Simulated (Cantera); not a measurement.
A closed system holds: 1 mol BCl3, 94 mol H2, 4.2 mol H2O, held at 1450 K.

These are equilibrium values from Cantera (NASA tables, ideal gas, pure condensed phases), not measurements of a reactor. Candidate condensed phases: B, B2O3, B3O3H3, H2O; 33 gas species. Gases not in the tables: H3BO3. The numbers say what is thermodynamically allowed, not how fast it happens.

At 10.0 mbar, list the 7 most abundant gas species with their mole fractions, and the condensed phases.

H2 0.938, HCl 0.0299, H2O 0.0223, HBO2 0.00955, HBO 0.000159, B2O3 0.000131, H 9.16e-5. Condensed: gas only.
